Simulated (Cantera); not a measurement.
Transport properties of process gases

Gas mixture: 29.8 % NH₃, 19.5 % CO₂, 27.4 % CO, 23.3 % CH₃OH, at 0.0120 bar, frozen composition.

Cantera's kinetic-theory transport with the Lennard-Jones parameters of GRI-Mech 3.0, ideal gas; thermal conductivity in the multicomponent form. Polar gases are described roughly by these parameters. The composition is frozen, though it would react at the higher temperatures.

```json
[
 {"T (K)": "400", "ρ (kg/m³)": "0.0104", "cp (J/kg/K)": "1375", "μ (µPa s)": "17.1", "λ (mW/m/K)": "33.3", "Pr": "0.705", "D (cm²/s) H₂": "101", "D (cm²/s) NO": "26.0", "D (cm²/s) H": "155"},
 {"T (K)": "650", "ρ (kg/m³)": "0.00639", "cp (J/kg/K)": "1680", "μ (µPa s)": "26.1", "λ (mW/m/K)": "62.0", "Pr": "0.708", "D (cm²/s) H₂": "232", "D (cm²/s) NO": "61.5", "D (cm²/s) H": "372"},
 {"T (K)": "900", "ρ (kg/m³)": "0.00462", "cp (J/kg/K)": "1911", "μ (µPa s)": "34.0", "λ (mW/m/K)": "91.8", "Pr": "0.709", "D (cm²/s) H₂": "401", "D (cm²/s) NO": "108", "D (cm²/s) H": "656"},
 {"T (K)": "1150", "ρ (kg/m³)": "0.00361", "cp (J/kg/K)": "2093", "μ (µPa s)": "41.1", "λ (mW/m/K)": "121", "Pr": "0.709", "D (cm²/s) H₂": "605", "D (cm²/s) NO": "163", "D (cm²/s) H": "998"},
 {"T (K)": "1400", "ρ (kg/m³)": "0.00297", "cp (J/kg/K)": "2226", "μ (µPa s)": "47.5", "λ (mW/m/K)": "149", "Pr": "0.708", "D (cm²/s) H₂": "839", "D (cm²/s) NO": "227", "D (cm²/s) H": "1390"},
 {"T (K)": "1650", "ρ (kg/m³)": "0.00252", "cp (J/kg/K)": "2327", "μ (µPa s)": "53.4", "λ (mW/m/K)": "176", "Pr": "0.707", "D (cm²/s) H₂": "1100", "D (cm²/s) NO": "299", "D (cm²/s) H": "1840"}
]
```
D: mixture-averaged diffusion coefficient of that species in the mixture.
